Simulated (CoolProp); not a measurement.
Computed with CoolProp (reference Helmholtz-energy equation of state, Bücker 2006).

### Question
For isobutane, give the phase and the cp (kJ/(kg K)), cv (kJ/(kg K)), isothermal compressibility (1/MPa), expansivity (1/kK) at 456.7 K and 907 kPa; 456.7 K and 1810 kPa; 456.7 K and 2720 kPa.

### Answer
- 456.7 K and 907 kPa: gas; cp 2.46, cv 2.27, isothermal compressibility 1.18, expansivity 2.69
- 456.7 K and 1810 kPa: gas; cp 2.55, cv 2.29, isothermal compressibility 0.637, expansivity 3.39
- 456.7 K and 2720 kPa: gas; cp 2.68, cv 2.31, isothermal compressibility 0.468, expansivity 4.45
